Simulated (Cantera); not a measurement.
An adiabatic, constant-volume homogeneous reactor starts with 8.18 % C₃H₈, 25.5 % O₂, 66.3 % N₂, at 1673 K and 12.0 bar.

Model: GRI-Mech 3.0 (53 species, 325 reactions), integrated in Cantera. GRI-Mech 3.0 was tuned for natural gas; its chemistry of propane as a main component is partial and can be far from experiment. The pressure lies above the range GRI-Mech 3.0 was tuned for (to about 10 atm). Above 3000 K some thermodynamic fits are extrapolated.

Task: Predict: time of steepest temperature rise; temperature at 0.600 s; equilibrium temperature; x(O₂) at 0.600 s; x(NO) at 0.600 s; x(CH₂O) at 0.600 s.

Result: 
```
Quantity                                                             Value
---------------------------------  ---------------------------------------
time of steepest temperature rise                                  2.97 µs
temperature at 0.600 s                                              3416 K
equilibrium temperature                                             3416 K
x(O₂) at 0.600 s                   0.00198 (gas-phase equilibrium 0.00198)
x(NO) at 0.600 s                   0.00587 (gas-phase equilibrium 0.00587)
x(CH₂O) at 0.600 s                 1.86e-7 (gas-phase equilibrium 1.86e-7)
```
